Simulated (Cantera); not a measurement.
AlBr3 + N2 + H2 + N2O (aluminium nitride and oxide growth)

A closed system holds: 1 mol AlBr3, 3.8 mol N2, 17 mol H2, 25 mol N2O, equilibrated at 0.133 bar.

These are equilibrium values from Cantera (NASA tables, ideal gas, pure condensed phases), not measurements of a reactor. Candidate condensed phases: Al, AlBr3, AlN, Al2O3, Br2, H2O; 41 gas species. Gases not in the tables: Al(OH)3. Kinetics and transport are ignored.

| T (K) | x N2 | x H2O | x O2 | x Br | x HBr | x NO | x OH | x Br2 | n Al2O3(s) |
|---|---|---|---|---|---|---|---|---|---|
| 1523 | 0.556 | 0.319 | 0.0670 | 0.0365 | 0.0184 | 0.000649 | 0.000212 | 0.00156 | 0.500 |
| 1548 | 0.556 | 0.319 | 0.0669 | 0.0373 | 0.0181 | 0.000728 | 0.000261 | 0.00127 | 0.500 |
| 1573 | 0.556 | 0.319 | 0.0668 | 0.0380 | 0.0178 | 0.000814 | 0.000318 | 0.00103 | 0.500 |
| 1598 | 0.556 | 0.319 | 0.0666 | 0.0387 | 0.0175 | 0.000907 | 0.000387 | 0.000839 | 0.500 |
| 1623 | 0.555 | 0.319 | 0.0664 | 0.0393 | 0.0172 | 0.00101 | 0.000467 | 0.000686 | 0.500 |
| 1648 | 0.555 | 0.319 | 0.0663 | 0.0399 | 0.0169 | 0.00112 | 0.000560 | 0.000563 | 0.500 |
| 1673 | 0.555 | 0.319 | 0.0661 | 0.0404 | 0.0166 | 0.00123 | 0.000669 | 0.000464 | 0.500 |
| 1698 | 0.555 | 0.319 | 0.0659 | 0.0408 | 0.0163 | 0.00135 | 0.000794 | 0.000384 | 0.500 |
| 1723 | 0.555 | 0.319 | 0.0657 | 0.0412 | 0.0160 | 0.00148 | 0.000938 | 0.000319 | 0.500 |
| 1748 | 0.555 | 0.319 | 0.0655 | 0.0416 | 0.0157 | 0.00162 | 0.00110 | 0.000267 | 0.500 |
| 1773 | 0.554 | 0.319 | 0.0653 | 0.0420 | 0.0154 | 0.00177 | 0.00129 | 0.000223 | 0.500 |
| 1798 | 0.554 | 0.319 | 0.0651 | 0.0424 | 0.0151 | 0.00193 | 0.00150 | 0.000188 | 0.500 |
| 1823 | 0.554 | 0.319 | 0.0649 | 0.0427 | 0.0148 | 0.00209 | 0.00174 | 0.000159 | 0.500 |
| 1848 | 0.554 | 0.319 | 0.0647 | 0.0430 | 0.0145 | 0.00227 | 0.00201 | 0.000135 | 0.500 |
x: gas mole fraction; n: condensed amount in mol.

From 1523 K to 1848 K the condensed part is Al2O3(s).
